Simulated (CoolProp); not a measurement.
The numbers come from the reference Helmholtz-energy equation of state, Lemmon 2006 in CoolProp. It is a short technical equation, of lower accuracy than the large ones.

For C3F8 (R218), give the phase and the cp (kJ/(kg K)), cv (kJ/(kg K)), speed of sound (m/s), Joule-Thomson coefficient (K/MPa) at 119.75 °C and 29 bar.


- 119.75 °C and 29 bar: supercritical; cp 1.11, cv 0.911, speed of sound 104, Joule-Thomson coefficient 7.64
